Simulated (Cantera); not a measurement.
Cantera run:

```python
import numpy as np
import cantera as ct

gas_names = [...]  # 113 gases of nasa_gas.yaml made of C, H, O, Pb
cond_names = """
    C(gr) C6H6(L) C7H8(L) C8H18(L),n-octa H2O(s) H2O(L) Pb(cr) Pb(L) PbO(rd) PbO(yw) PbO(L) PbO2(s)
    Pb3O4(s)
""".split()


# ... load() reads the species with a 1 bar reference pressure and builds the phases ...
atoms = {
    'Pb': {'Pb': 1},
    'CO': {'C': 1, 'O': 1},
    'H2': {'H': 2},
}
top_T = {'C(gr)': 4500, 'Pb3O4(s)': 820}  # K; cautious upper limits of use, not melting points


# ... equilibrate(T, P, feed) seeds the gas with the atoms and calls Mixture.equilibrate('TP', solver="vcs", rtol=1e-11, max_steps=5000) ...
results = []
feed = {'Pb': 1, 'CO': 0.67, 'H2': 1}  # mol
P = 101325  # Pa
for T in [898, 998, 1098, 1198, 1298, 1398, 1498, 1598]:
    mix = equilibrate(T, P, feed)
    results.append((T, P, feed, dict(zip(mix.species_names, mix.species_moles))))

top = {s: max(r[3][s] / sum(r[3][g] for g in gas_names) for r in results) for s in gas_names}
cols = sorted((s for s in top if top[s] > 0.0001), key=lambda s: -top[s])[:9]
seen = [c for c in cond_names if any(r[3].get(c, 0) > 1e-12 for r in results)]
print("log10 of partial pressures in bar; condensed amounts in mol")
print(f"{'T/K':>10s}" + "".join(f"{s[:9]:>10s}" for s in cols + seen))
for T, P, feed, n in results:
    ng = sum(n[g] for g in gas_names)
    print(f"{T:10.4g}" + "".join(f"{np.log10(max(n[s] / ng * P / 1e5, 1e-99)):10.3f}" for s in cols)
          + "".join(f"{n.get(c, 0):10.4g}" for c in seen))
```

Output:

```
log10 of partial pressures in bar; condensed amounts in mol
       T/K        H2        CO       H2O       CO2       CH4        Pb     C(gr)     Pb(L)
       898    -0.305    -0.848    -0.750    -0.926    -1.104    -5.888    0.2619         1
       998    -0.247    -0.529    -1.165    -1.287    -1.505    -4.810    0.1272         1
      1098    -0.230    -0.422    -1.689    -1.884    -1.898    -3.933   0.03292    0.9998
      1198    -0.224    -0.398    -2.198    -2.508    -2.242    -3.205  0.006045     0.999
      1298    -0.221    -0.394    -2.647    -3.063    -2.541    -2.592 0.0003978    0.9958
      1398    -0.222    -0.395    -2.980    -3.488    -2.864    -2.069         0    0.9859
      1498    -0.228    -0.402    -3.264    -3.848    -3.168    -1.618         0    0.9594
      1598    -0.244    -0.417    -3.528    -4.178    -3.458    -1.225         0    0.8956
```

Method: chemical equilibrium by Gibbs-energy minimisation in Cantera with the NASA 1993 tables (ideal gas, pure condensed phases).
